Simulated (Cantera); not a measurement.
Charge: 1 mol SiH₂Cl₂, 0.059 mol HCl, 11 mol H₂, equilibrated at 7.50 Torr.

Equilibrium computed with Cantera from the NASA thermochemical tables; the gas is ideal and each condensed phase is pure. Candidate condensed phases: Si; 19 gas species. The tables' values for SiCl₃, SiCl are old estimates; treat these amounts as uncertain. Equilibrium is a limit: real reactors are often held back by kinetics, nucleation or transport.

x: gas mole fraction; n: condensed amount in mol.

```
T (K)   x H₂   x HCl   x SiCl₂   x SiCl₄  x SiHCl₃   x SiCl₃  x H  n Si(s)
-----  -----  ------  --------  --------  --------  --------  ---  -------
925    0.946  0.0140  0.000297    0.0311   0.00767  0.000483    …    0.500
1025   0.932  0.0323   0.00200    0.0256   0.00635   0.00157    …    0.549
1125   0.910  0.0589   0.00808    0.0158   0.00425   0.00323    …    0.597
1225   0.887  0.0826    0.0187   0.00559   0.00187   0.00364    …    0.613
1325   0.877  0.0920    0.0265   0.00112  0.000545   0.00233    …    0.603
1425   0.875  0.0931    0.0299  0.000200  0.000147   0.00123    …    0.589
1525   0.875  0.0920    0.0317   4.12e-5   4.43e-5  0.000663    …    0.576
```

Problem. Complete the blanks.

Solution. 
- 925, x H: 2.53e-9
- 1025, x H: 4.21e-8
- 1125, x H: 4.24e-7
- 1225, x H: 2.94e-6
- 1325, x H: 1.53e-5
- 1425, x H: 6.38e-5
- 1525, x H: 0.000221
